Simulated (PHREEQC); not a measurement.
A solution holds 0.14 mol/kgw Zn(NO3)2, at 20 °C. Closed to the air; pH follows from the charge balance.

Model: ion-association model, wateq4f.dat, run in PHREEQC.

This is a speciation only: nothing precipitates in the calculation.

**Question.** Predict the pH, activity of water.

**Answer.** pH 5.27; activity of water 0.993.
